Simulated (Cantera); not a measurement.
Input: 1 mol C₃H₈, 0.26 mol NH₃, at 1823.15 K and 76.0 Pa.

Equilibrium computed with Cantera from the NASA thermochemical tables; the gas is ideal and each condensed phase is pure. Candidate condensed phases: C, C₆H₆, C₇H₈, C₈H₁₈; 92 gas species. Equilibrium is a limit: real reactors are often held back by kinetics, nucleation or transport.

Base state: H₂ 0.955, N₂ 0.0280, H 0.0154, HCN 0.00112, C₂H₂ (acetylene) 0.000202, HNC 4.48e-5 (mole fractions); condensed: C(graphite).

Task: What changes in the equilibrium state with this change: temperature from 1823.15 K to 2275 K?

Result: 
```csv
species,before,after
H₂,0.955,0.710
H,0.0154,0.260
N₂,0.0280,0.0224
C₃,<1e-9,1.38e-5
C₂H,3.14e-8,4.19e-5
CN,2.71e-7,7.15e-5
C₂H₂ (acetylene),0.000202,0.00270
"C(graphite), mol",2.99,2.94
```

Task: What changes in the equilibrium state with this change: temperature from 1823.15 K to 1373 K?

Result: 
```tsv
species	before	after
H₂	0.955	0.971
N₂	0.0280	0.0287
H	0.0154	0.000119
HCN	0.00112	6.63e-5
C₂H₂ (acetylene)	0.000202	1.68e-6
HNC	4.48e-5	7.13e-7
C(graphite), mol	2.99	3.00
```
